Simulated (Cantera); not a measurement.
An adiabatic, constant-volume homogeneous reactor starts with C3H8 : O2 : N2 = 1 : 9.26 : 34.8 (molar parts), at 1175 K and 3750 Torr. Integrator tolerance rtol = 1e-08.

Computed with Cantera and GRI-Mech 3.0 (53 species, 325 reactions). GRI-Mech 3.0 was tuned for natural gas; its chemistry of propane as a main component is partial and can be far from experiment.

Question: What does this change do: constant pressure in place of constant volume?

Answer: 
```json
[
 {"quantity": "time of steepest temperature rise", "before": "3.76 ms", "after": "3.92 ms"},
 {"quantity": "temperature at 1.00 s", "before": "2532 K", "after": "2287 K"},
 {"quantity": "equilibrium temperature", "before": "2532 K", "after": "2287 K"},
 {"quantity": "x(C3H8) at 1.00 s", "before": "<1e-12 (gas-phase equilibrium <1e-12)", "after": "<1e-12 (gas-phase equilibrium <1e-12)"},
 {"quantity": "x(O2) at 1.00 s", "before": "0.0840 (gas-phase equilibrium 0.0840)", "after": "0.0870 (gas-phase equilibrium 0.0870)"},
 {"quantity": "x(NO) at 1.00 s", "before": "0.0150 (gas-phase equilibrium 0.0150)", "after": "0.00962 (gas-phase equilibrium 0.00962)"},
 {"quantity": "x(CH4) at 1.00 s", "before": "<1e-12 (gas-phase equilibrium <1e-12)", "after": "<1e-12 (gas-phase equilibrium <1e-12)"},
 {"quantity": "x(N2O) at 1.00 s", "before": "2.69e-6 (gas-phase equilibrium 2.69e-6)", "after": "1.16e-6 (gas-phase equilibrium 1.16e-6)"},
 {"quantity": "x(H2O2) at 1.00 s", "before": "6.00e-7 (gas-phase equilibrium 6.00e-7)", "after": "2.39e-7 (gas-phase equilibrium 2.39e-7)"},
 {"quantity": "x(HCN) at 1.00 s", "before": "9.91e-12 (gas-phase equilibrium 9.91e-12)", "after": "<1e-12 (gas-phase equilibrium <1e-12)"}
]
```
